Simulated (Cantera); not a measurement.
A Cantera script and what it prints.

```python
import numpy as np
import cantera as ct

gas_names = """
    NO2 AL2CL6 O2 CL2
""".split()
cond_names = """
    ALN(s)
""".split()


# ... load() reads the species with a 1 bar reference pressure and builds the phases ...
species = {s.name: s for s in load("nasa_gas.yaml", gas_names) + load("nasa_condensed.yaml", cond_names)}
# Each term lists the table entries of one substance; the one whose range holds T is used.
reactions = {
    '2 NO2(g) + Al2Cl6(g) = 2 O2(g) + 3 Cl2(g) + 2 AlN':
        [(-2, ['NO2']), (-1, ['AL2CL6']), (2, ['O2']), (3, ['CL2']), (2, ['ALN(s)'])],
}


def pick(names, T):
    return next(species[n] for n in names if species[n].thermo.min_temp <= T <= species[n].thermo.max_temp)


results = []
for label, terms in reactions.items():
    print(label)
    print("     T/K   dH/kJ  dS/(J/K)   dG/kJ   log10 K")
    for T in [300, 850, 925, 1000, 1075, 1150, 1225, 1300]:
        used = [(nu, pick(names, T)) for nu, names in terms]
        dH = sum(nu * s.thermo.h(T) for nu, s in used) / 1e6
        dS = sum(nu * s.thermo.s(T) for nu, s in used) / 1e3
        dG = dH - T * dS / 1e3
        logK = -dG * 1e6 / (ct.gas_constant * T * np.log(10))
        results.append((label, T, dH, dS, dG, logK, [s.name for _, s in used]))
        print(f"{T:8g} {dH:8.1f} {dS:8.1f} {dG:8.1f} {logK:8.2f}")
```

Output:

```
2 NO2(g) + Al2Cl6(g) = 2 O2(g) + 3 Cl2(g) + 2 AlN
     T/K   dH/kJ  dS/(J/K)   dG/kJ   log10 K
     300    591.4    164.3    542.1   -94.38
     850    586.8    155.3    454.8   -27.95
     925    586.3    154.7    443.2   -25.03
    1000    585.7    154.1    431.6   -22.54
    1075    585.2    153.6    420.1   -20.41
    1150    584.7    153.1    408.6   -18.56
    1225    584.1    152.7    397.1   -16.93
    1300    583.6    152.2    385.7   -15.50
```

Cantera with NASA thermochemical tables; ideal gases at 1 bar, condensed phases pure. Condensed species are held in their standard states even where they would react or evaporate.
